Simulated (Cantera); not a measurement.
Source: NASA polynomial tables (part measured, part estimated), evaluated in Cantera. Values are per mole of reaction as written; species without (g) are pure solids or liquids, kept so even where they would boil at 1 bar.

N2(g) + B2O2(g) = 2 BN + 2 O(g), with ΔH° = 452.6 kJ and ΔS° = -82.5 J/K at 300 K.

Problem. How far is the shortcut ΔG° ≈ ΔH°(300 K) − T·ΔS°(300 K) from the full temperature-dependent value at 1148, 1248, 1348, 1448, 1548, 1648, 1748, 1848, 1948, 2048, 2148 K?

Solution. 
```json
[
 {"T (K)": "1148", "shortcut (kJ)": "547.3", "full (kJ)": "542.0", "difference (kJ)": "5.3", "difference in log10 K": "-0.24"},
 {"T (K)": "1248", "shortcut (kJ)": "555.6", "full (kJ)": "548.8", "difference (kJ)": "6.8", "difference in log10 K": "-0.29"},
 {"T (K)": "1348", "shortcut (kJ)": "563.8", "full (kJ)": "555.3", "difference (kJ)": "8.5", "difference in log10 K": "-0.33"},
 {"T (K)": "1448", "shortcut (kJ)": "572.1", "full (kJ)": "561.7", "difference (kJ)": "10.4", "difference in log10 K": "-0.38"},
 {"T (K)": "1548", "shortcut (kJ)": "580.3", "full (kJ)": "567.9", "difference (kJ)": "12.4", "difference in log10 K": "-0.42"},
 {"T (K)": "1648", "shortcut (kJ)": "588.6", "full (kJ)": "574.0", "difference (kJ)": "14.6", "difference in log10 K": "-0.46"},
 {"T (K)": "1748", "shortcut (kJ)": "596.8", "full (kJ)": "580.0", "difference (kJ)": "16.9", "difference in log10 K": "-0.50"},
 {"T (K)": "1848", "shortcut (kJ)": "605.1", "full (kJ)": "585.8", "difference (kJ)": "19.3", "difference in log10 K": "-0.55"},
 {"T (K)": "1948", "shortcut (kJ)": "613.4", "full (kJ)": "591.5", "difference (kJ)": "21.8", "difference in log10 K": "-0.58"},
 {"T (K)": "2048", "shortcut (kJ)": "621.6", "full (kJ)": "597.2", "difference (kJ)": "24.4", "difference in log10 K": "-0.62"},
 {"T (K)": "2148", "shortcut (kJ)": "629.9", "full (kJ)": "602.7", "difference (kJ)": "27.2", "difference in log10 K": "-0.66"}
]
```
The shortcut ignores the heat-capacity change of the reaction.
